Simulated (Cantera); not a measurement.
A closed system holds: 1 mol Si₂H₆, 0.18 mol N₂O, 0.91 mol CO₂, equilibrated at 525 K and 56.3 Torr.

Method: chemical equilibrium by Gibbs-energy minimisation in Cantera with the NASA 1993 tables (ideal gas, pure condensed phases). Candidate condensed phases: C, C₆H₆, C₇H₈, C₈H₁₈, H₂O, Si, SiC, SiO₂, Si₂N₂O, Si₃N₄; 151 gas species. The feed counts by its element totals alone. Rates play no part.

Base state: H₂ 0.936, CH₄ 0.0638 (mole fractions); condensed: SiC(s) + SiO₂(α-quartz) + Si₂N₂O(s).

### Question
What changes in the equilibrium state with this change: temperature from 525 K to 1998 K?

### Answer
| species | before | after |
|---|---|---|
| H₂ | 0.936 | 0.575 |
| SiO | <1e-9 | 0.292 |
| CO | <1e-9 | 0.0932 |
| N₂ | <1e-9 | 0.0346 |
| CH₄ | 0.0638 | 5.76e-7 |
| H | <1e-9 | 0.00444 |
| Si | <1e-9 | 0.000567 |
| HCN | <1e-9 | 0.000112 |
| SiC(s), mol | 0.730 | 0.425 |
| SiO₂(α-quartz), mol | 0.910 | 0 |
| Si₂N₂O(s), mol | 0.180 | 0 |
| Si(l), mol | 0 | 0.0554 |
Mutual solubility and eutectic melting of coexisting phases are not modelled. Gases not in the tables: Si₂H₆ and higher silanes.
